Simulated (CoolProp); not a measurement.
Vapour-liquid equilibrium of benzene (1) + n-dodecane (2) at 189 kPa; x and y are mole fractions of (1).

The numbers come from the multi-fluid Helmholtz-energy mixture model, Thol 2012 and Lemmon 2004; pair parameters Bell 2016 in CoolProp.

```
x      bubble temperature (K)  y at the bubble point  dew temperature at overall composition x (K)  liquid density (mol/L)
-----  ----------------------  ---------------------  --------------------------------------------  ----------------------
0.05                    499.8                  0.329                                         515.1                   3.539
0.125                   473.8                  0.661                                         511.3                   3.872
0.2                     451.6                  0.829                                         507.3                   4.209
0.275                   434.4                  0.908                                         503.1                   4.549
0.35                    421.3                  0.946                                         498.5                   4.898
0.425                   411.3                  0.967                                         493.5                   5.266
0.5                     403.5                  0.978                                         488.1                   5.663
0.575                   397.2                  0.985                                         482.0                   6.099
0.65                    392.0                  0.990                                         475.0                   6.587
0.725                   387.6                  0.993                                         466.7                   7.141
0.8                     383.7                  0.996                                         456.4                   7.779
0.875                   380.2                  0.998                                         442.6                   8.524
0.95                    376.9                  0.999                                         419.7                   9.408
```

No azeotrope shows between x = 0.05 and 0.95.

Pair parameters are fitted to limited data, so mixtures are less certain than the pure fluids.
